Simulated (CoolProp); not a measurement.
Saturation properties of the fluoroketone C6F12O (FK-5-1-12).

Values from CoolProp's reference Helmholtz-energy equation of state, McLinden 2015.

| T (°C) | p (MPa) | enthalpy of vaporisation (kJ/kg) | liquid cp (kJ/(kg K)) | vapour Z |
|---|---|---|---|---|
| -58.45 | 0.0001893 | 117.4 | 1.105 | 0.9995 |
| -38.85 | 0.001038 | 111.9 | 1.094 | 0.9979 |
| -19.35 | 0.004079 | 106.7 | 1.089 | 0.9939 |
| 0.25 | 0.01263 | 101.5 | 1.091 | 0.9857 |
| 19.75 | 0.03223 | 96.28 | 1.099 | 0.9715 |
| 39.35 | 0.07142 | 90.79 | 1.113 | 0.9496 |
| 58.85 | 0.1406 | 84.95 | 1.132 | 0.9187 |
| 78.35 | 0.2531 | 78.54 | 1.158 | 0.8771 |
| 97.95 | 0.4252 | 71.21 | 1.194 | 0.8225 |
| 117.45 | 0.6726 | 62.58 | 1.247 | 0.7522 |
| 137.05 | 1.019 | 51.60 | 1.346 | 0.6584 |

It boils at 49.1 °C under 1 atm.
